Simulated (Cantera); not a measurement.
Charge: 1 mol SiO₂, 0.37 mol Al₂O₃, 3.8 mol O₂, at 0.00590 bar.

Equilibrium computed with Cantera from the NASA thermochemical tables; the gas is ideal and each condensed phase is pure. Candidate condensed phases: Al, Al₂O₃, Al₂SiO₅, Al₆Si₂O₁₃, Si, SiO₂; 14 gas species. Mutual solubility and eutectic melting of coexisting phases are not modelled. The tables hold silica as quartz up to 1696 K and as liquid above; real silica turns to tridymite and cristobalite and melts near 1996 K. Condensed phases not in the tables: alloys, solid solutions and most ternary compounds. Rates play no part.

x: gas mole fraction; n: condensed amount in mol.

```
T (°C)   x O₂         x O    x SiO₂       x SiO        x O₃  n Al₂SiO₅(andalusite)  n SiO₂(β-quartz)  n Al₆Si₂O₁₃(mullite)  n SiO₂(condensed)
------  -----  ----------  --------  ----------  ----------  ---------------------  ----------------  --------------------  -----------------
577      1.00    9.65e-12    <1e-12      <1e-12      <1e-12                  0.370             0.630                     0                  0
652      1.00    1.74e-10    <1e-12      <1e-12      <1e-12                  0.370             0.630                     0                  0
727      1.00     2.05e-9    <1e-12      <1e-12      <1e-12                  0.370             0.630                     0                  0
802      1.00  (withheld)    <1e-12      <1e-12  (withheld)                  0.370             0.630                     0                  0
877      1.00     1.08e-7    <1e-12      <1e-12    7.18e-12                  0.370             0.630                     0                  0
952     1.000     5.48e-7    <1e-12      <1e-12    1.80e-11                  0.370             0.630                     0                  0
1027    1.000     2.30e-6    <1e-12      <1e-12    4.06e-11                      0             0.753                 0.123                  0
1102    1.000     8.29e-6  4.83e-12      <1e-12    8.39e-11                      0             0.753                 0.123                  0
1177    1.000     2.61e-5  7.05e-11      <1e-12    1.61e-10                      0             0.753                 0.123                  0
1252    1.000     7.37e-5  7.88e-10    2.02e-11    2.90e-10                      0             0.753                 0.123                  0
1327    1.000    0.000189   6.99e-9    3.76e-10    4.95e-10                      0             0.753                 0.123                  0
1402    1.000  (withheld)   5.08e-8  (withheld)  (withheld)                      0             0.753                 0.123                  0
1477    0.999    0.000973   3.06e-7     5.91e-8     1.26e-9                      0                 0                 0.123              0.753
1552    0.998     0.00200   1.57e-6     5.31e-7     1.90e-9                      0                 0                 0.123              0.753
```

Problem. Fill in the missing entries.

Solution. 
- 1402, x O: 0.000445
- 1402, x SiO: 5.34e-9
- 1402, x O₃: 8.06e-10
- 802, x O: 1.71e-8
- 802, x O₃: 2.53e-12
